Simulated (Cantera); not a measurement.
A freely propagating, adiabatic, planar premixed flame of CH4 : O2 : N2 = 0.8 : 1.82 : 5.09 (molar parts), unburnt at 675 K and 0.610 bar; mixture-averaged transport, grid criteria slope 0.08 and curve 0.16, no radiation.

Model: GRI-Mech 3.0 (53 species, 325 reactions), integrated in Cantera. Burning velocities carry a grid error of a few per cent, more on coarse grids.

**Question.** Predict: laminar burning velocity; thermal thickness; peak x(C2H6); peak x(H2O2); peak x(HO2).

**Answer.** 
```
Item                        Result
------------------------  --------
laminar burning velocity  247 cm/s
thermal thickness         0.379 mm
peak x(C2H6)               0.00111
peak x(H2O2)               8.29e-6
peak x(HO2)               0.000281
```
